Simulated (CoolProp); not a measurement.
Values from CoolProp's reference Helmholtz-energy equation of state, Thol 2017.

Q: For octamethyltrisiloxane (MDM), give the phase and the Z, cp (kJ/(kg K)), cv (kJ/(kg K)), Joule-Thomson coefficient (K/MPa) at 550.7 K and 1.3 MPa.

A: 
- 550.7 K and 1.3 MPa: liquid; Z 0.150, cp 2.88, cv 2.10, Joule-Thomson coefficient 3.85
